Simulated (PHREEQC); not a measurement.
Make-up at 25 °C: 140 mmol/kgw FeSO4, 0.096 mmol/kgw KBr, 0.66 mmol/kgw (CH3)4NF and 0.045 mmol/kgw MgSO4. Closed to the air; pH follows from the charge balance.

All values are PHREEQC results (ion-association model, phreeqc.dat), not measurements.

Each row changes one thing in this solution. Precipitation was switched off in this run.

```tsv
case	pH	ionic strength (mol/kgw)	SO4-2 (mol/kgw)	Fe+2 (mol/kgw)	FeSO4 (mol/kgw)	K+ (mol/kgw)	SI of Melanterite (FeSO4:7H2O)
as made	5.86	0.295	0.0737	0.0736	0.0663	8.55e-5	-1.20
KBr from 9.6e-05 to 8.64e-05 mol/kgw	5.86	0.295	0.0737	0.0736	0.0663	7.69e-5	-1.20
(CH3)4NF left out	5.83	0.294	0.0736	0.0736	0.0664	8.55e-5	-1.20
MgSO4 left out	5.86	0.295	0.0737	0.0736	0.0663	8.55e-5	-1.20
KBr from 9.6e-05 to 0.000144 mol/kgw	5.86	0.295	0.0737	0.0736	0.0663	0.000128	-1.20
(CH3)4NF from 0.00066 to 0.00033 mol/kgw	5.84	0.295	0.0736	0.0736	0.0664	8.55e-5	-1.20
diluted 5-fold with water	[?]	0.0715	0.0179	0.0178	0.0101	1.83e-5	-2.03
(CH3)4NF from 0.00066 to 0.000594 mol/kgw	5.85	0.295	0.0737	0.0736	0.0663	8.55e-5	-1.20
FeSO4 from 0.14 to 0.028 mol/kgw	[?]	0.0723	0.0179	0.0178	0.0101	9.14e-5	-2.03
```

Some entries are withheld; supply them.


- diluted 5-fold with water, pH: 5.94
- FeSO4 from 0.14 to 0.028 mol/kgw, pH: 5.99

(CH3)4N+ isn't in the database: it is added as a free cation with an ion size of 4 Å. Fluoro complexes past AlF4- and FeF3 are missing from the database.
